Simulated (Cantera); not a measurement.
An isothermal, constant-pressure homogeneous reactor starts with 74.1 % N₂O, 25.9 % N₂, at 1350 K and 13300 Pa.

Computed with Cantera and GRI-Mech 3.0 (53 species, 325 reactions). GRI-Mech 3.0 was tuned for natural gas; its chemistry of N2O as a main component is partial and can be far from experiment. The mechanism lacks the step 2 NO + O2 → 2 NO2, which can matter for NO2 below about 1400 K. The temperature is held fixed by assumption; the heat of reaction is taken as removed at once.

Question: Predict: x(N₂O) at 20.0 s; x(NO) at 20.0 s; x(NO₂) at 20.0 s; x(O) at 20.0 s; x(N₂) at 20.0 s; x(O₂) at 20.0 s.

Answer: 
```json
{
  "x(N₂O) at 20.0 s": "4.45e-6 (gas-phase equilibrium 1.35e-8)",
  "x(NO) at 20.0 s": "0.0860 (gas-phase equilibrium 0.000594)",
  "x(NO₂) at 20.0 s": "0.000289 (gas-phase equilibrium 2.18e-6)",
  "x(O) at 20.0 s": "5.56e-7 (gas-phase equilibrium 6.04e-7)",
  "x(N₂) at 20.0 s": "0.687 (gas-phase equilibrium 0.729)",
  "x(O₂) at 20.0 s": "0.227 (gas-phase equilibrium 0.270)"
}
```
